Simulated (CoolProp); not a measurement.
Model: reference Helmholtz-energy equation of state, Lemmon 2006, in CoolProp. It is a short technical equation, of lower accuracy than the large ones.

Q: For C3F8 (R218), give the phase and the cp (kJ/(kg K)), speed of sound (m/s), Prandtl number at -40.85 °C and 9.4 bar.

A: 
- -40.85 °C and 9.4 bar: liquid; cp 0.964, speed of sound 563, Prandtl number 7.20

Viscosity comes from a separate model (Huber 2003), an estimate that may be off by 10 % or more. Thermal conductivity comes from a separate model (Huber 2003), an estimate that may be off by 10 % or more.
